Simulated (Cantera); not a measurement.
Charge: 1 mol Al2O3, 5.2 mol H2, at 1675 K and 0.00160 bar.

These are equilibrium values from Cantera (NASA tables, ideal gas, pure condensed phases), not measurements of a reactor. Candidate condensed phases: Al, Al2O3, H2O; 19 gas species. Rates play no part.

Base state: H2 0.997, H 0.00290, H2O 3.07e-5, Al 1.81e-5 (mole fractions); condensed: Al2O3(s).

Problem. What changes in the equilibrium state with this change: temperature from 1675 K to 2000 K?

Solution. 
| species | before | after |
|---|---|---|
| H2 | 0.997 | 0.958 |
| H | 0.00290 | 0.0398 |
| H2O | 3.07e-5 | 0.00112 |
| Al | 1.81e-5 | 0.000615 |
| Al2O | 1.22e-6 | 8.48e-5 |
| AlOH | 7.47e-7 | 4.23e-5 |
| Al2O3(s), mol | 1.000 | 0.998 |
The tables' values for AlOH are old estimates; treat these amounts as uncertain.
